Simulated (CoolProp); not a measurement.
Vapour-liquid equilibrium of propylene (1) + benzene (2) at 57.95 °C; x and y are mole fractions of (1).

Values from CoolProp's multi-fluid Helmholtz-energy mixture model, Lemmon 2013 and Thol 2012; pair parameters Bell 2016.

Problem. Give the bubble pressure and the first vapour's composition at x = 0.275, 0.575, 0.875. Is there an azeotrope?

Solution. x = 0.275: 0.8236 MPa, y = 0.943; x = 0.575: 1.447 MPa, y = 0.972; x = 0.875: 2.056 MPa, y = 0.989. No azeotrope shows between x = 0.05 and 0.95.

Pair parameters are fitted to limited data, so mixtures are less certain than the pure fluids. The gap from Raoult's law changes sign with composition, which may be real or a fault of the pair parameters; it wasn't checked against measurements.
